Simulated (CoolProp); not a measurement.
Vapour-liquid equilibrium of CHF3 (R23) (1) + R152A (2) at 206.1 K; x and y are mole fractions of (1).

Model: multi-fluid Helmholtz-energy mixture model, Penoncello 2003 and Outcalt 1996; pair parameters Bell 2016, in CoolProp.

```csv
x,"bubble pressure, mixture model (bar)","bubble pressure, Raoult's law (bar)","y, mixture model","y, Raoult's law"
0.05,0.1820,0.2014,0.506,0.556
0.125,0.3207,0.3625,0.739,0.773
0.2,0.4667,0.5235,0.835,0.856
0.275,0.6191,0.6846,0.887,0.900
0.35,0.7769,0.8456,0.919,0.928
0.425,0.9391,1.007,0.940,0.946
0.5,1.105,1.168,0.956,0.960
0.575,1.273,1.329,0.967,0.970
0.65,1.442,1.490,0.976,0.978
0.725,1.612,1.651,0.983,0.984
0.8,1.783,1.812,0.989,0.990
0.875,1.954,1.973,0.994,0.994
0.95,2.126,2.134,0.998,0.998
```

The largest gap from Raoult's law is -11.5 % in bubble pressure, at x = 0.125. No azeotrope shows between x = 0.05 and 0.95.

Pair parameters are fitted to limited data, so mixtures are less certain than the pure fluids.
